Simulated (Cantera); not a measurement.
B2O3 + O2 + H2 (boron, boron nitride and boron oxide)

A closed system holds: 1 mol B2O3, 6.5 mol O2, a varied amount of H2, equilibrated at 1098.15 K and 0.0750 bar.

These are equilibrium values from Cantera (NASA tables, ideal gas, pure condensed phases), not measurements of a reactor. Candidate condensed phases: B, B2O3, B3O3H3, H2O; 23 gas species. Gases not in the tables: H3BO3. The numbers say what is thermodynamically allowed, not how fast it happens.

```json
[
 {"n(H2) (mol)": "12", "x H2O": "0.955", "x H2": "2.19e-8", "x O2": "0.0401", "x (HBO2)3": "0.00450", "x HBO2": "0.000603", "x OH": "2.58e-6", "x H": "1.34e-11", "n B2O3(l)": "0.912"},
 {"n(H2) (mol)": "40", "x H2O": "0.324", "x H2": "0.675", "x O2": "<1e-12", "x (HBO2)3": "0.000887", "x HBO2": "0.000351", "x OH": "1.57e-10", "x H": "7.45e-8", "n B2O3(l)": "0.940"},
 {"n(H2) (mol)": "68", "x H2O": "0.190", "x H2": "0.809", "x O2": "<1e-12", "x (HBO2)3": "0.000401", "x HBO2": "0.000269", "x OH": "8.46e-11", "x H": "8.15e-8", "n B2O3(l)": "0.950"},
 {"n(H2) (mol)": "96", "x H2O": "0.135", "x H2": "0.865", "x O2": "<1e-12", "x (HBO2)3": "0.000239", "x HBO2": "0.000227", "x OH": "5.80e-11", "x H": "8.43e-8", "n B2O3(l)": "0.955"},
 {"n(H2) (mol)": "120", "x H2O": "0.108", "x H2": "0.892", "x O2": "<1e-12", "x (HBO2)3": "0.000171", "x HBO2": "0.000203", "x OH": "4.57e-11", "x H": "8.56e-8", "n B2O3(l)": "0.957"},
 {"n(H2) (mol)": "150", "x H2O": "0.0864", "x H2": "0.913", "x O2": "<1e-12", "x (HBO2)3": "0.000122", "x HBO2": "0.000181", "x OH": "3.61e-11", "x H": "8.66e-8", "n B2O3(l)": "0.959"},
 {"n(H2) (mol)": "180", "x H2O": "0.0720", "x H2": "0.928", "x O2": "<1e-12", "x (HBO2)3": "9.31e-5", "x HBO2": "0.000165", "x OH": "2.98e-11", "x H": "8.73e-8", "n B2O3(l)": "0.960"}
]
```
x: gas mole fraction; n: condensed amount in mol.

From 12 mol H2 to 180 mol H2 the condensed part is B2O3(l). The share of B in condensed phases is highest at 180 mol H2 (96.0 %) and lowest at 12 mol H2 (91.2 %).
